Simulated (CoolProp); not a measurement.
Vapour-liquid equilibrium of R134a (1) + R124 (2) at 191.7 K; x and y are mole fractions of (1).

Values from CoolProp's multi-fluid Helmholtz-energy mixture model, Tillner-Roth 1994 and de Vries 1995; pair parameters Bell 2016.

```csv
x,"bubble pressure, mixture model (bar)","bubble pressure, Raoult's law (bar)","y, mixture model","y, Raoult's law"
0.05,?,0.01575,0.130,0.103
0.15,?,0.01752,0.324,0.279
0.25,0.02108,0.01929,0.462,0.422
0.35,?,0.02105,0.568,0.541
0.45,0.02495,0.02282,0.653,0.642
0.55,0.02660,0.02459,?,0.728
0.65,0.02810,0.02636,0.789,0.803
0.75,0.02949,0.02812,0.849,0.868
0.85,?,0.02989,?,0.925
0.95,0.03198,0.03166,0.968,0.977
```

Question: Complete the blanks.

Answer: 
- 0.05, bubble pressure, mixture model (bar): 0.01625
- 0.15, bubble pressure, mixture model (bar): 0.01880
- 0.35, bubble pressure, mixture model (bar): 0.02312
- 0.55, y, mixture model: 0.725
- 0.85, bubble pressure, mixture model (bar): 0.03077
- 0.85, y, mixture model: 0.907

The largest gap from Raoult's law is +9.8 % in bubble pressure, at x = 0.35. No azeotrope shows between x = 0.05 and 0.95.

Pair parameters are fitted to limited data, so mixtures are less certain than the pure fluids.
